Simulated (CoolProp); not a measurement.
Vapour-liquid equilibrium of ethylbenzene (1) + m-xylene (2) at 279.7 K; x and y are mole fractions of (1).

Computed with CoolProp (multi-fluid Helmholtz-energy mixture model, Zhou 2012 and Zhou 2012; pair parameters Bell 2016).

```json
[
 {"x": "0.05", "bubble pressure, mixture model (MPa)": "0.0003567", "bubble pressure, Raoult's law (MPa)": "0.0003559", "y, mixture model": "0.059", "y, Raoult's law": "0.057"},
 {"x": "0.2", "bubble pressure, mixture model (MPa)": "0.0003669", "bubble pressure, Raoult's law (MPa)": "0.0003643", "y, mixture model": "0.229", "y, Raoult's law": "0.225"},
 {"x": "0.35", "bubble pressure, mixture model (MPa)": "0.0003764", "bubble pressure, Raoult's law (MPa)": "0.0003727", "y, mixture model": "0.387", "y, Raoult's law": "0.384"},
 {"x": "0.5", "bubble pressure, mixture model (MPa)": "0.0003851", "bubble pressure, Raoult's law (MPa)": "0.0003810", "y, mixture model": "0.537", "y, Raoult's law": "0.537"},
 {"x": "0.65", "bubble pressure, mixture model (MPa)": "0.0003931", "bubble pressure, Raoult's law (MPa)": "0.0003894", "y, mixture model": "0.680", "y, Raoult's law": "0.683"},
 {"x": "0.8", "bubble pressure, mixture model (MPa)": "0.0004004", "bubble pressure, Raoult's law (MPa)": "0.0003978", "y, mixture model": "0.819", "y, Raoult's law": "0.822"},
 {"x": "0.95", "bubble pressure, mixture model (MPa)": "0.0004069", "bubble pressure, Raoult's law (MPa)": "0.0004061", "y, mixture model": "0.955", "y, Raoult's law": "0.957"}
]
```

The largest gap from Raoult's law is +1.1 % in bubble pressure, at x = 0.5. No azeotrope shows between x = 0.05 and 0.95.

The pair parameters rest on a limited set of measurements; away from them the model extrapolates.
